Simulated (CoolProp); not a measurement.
Vapour-liquid equilibrium of R22 (1) + R152A (2) at -81.55 °C; x and y are mole fractions of (1).

Values from CoolProp's multi-fluid Helmholtz-energy mixture model, Kamei 1995 and Outcalt 1996; pair parameters Bell 2016.

Question: Give the bubble pressure and the first vapour's composition at x = 0.05, 0.75, 0.85. Is there an azeotrope?

Answer: x = 0.05: 0.003392 MPa, y = 0.113; x = 0.75: 0.007469 MPa, y = 0.908; x = 0.85: 0.008190 MPa, y = 0.952. No azeotrope shows between x = 0.05 and 0.95.

The pair parameters rest on a limited set of measurements; away from them the model extrapolates.
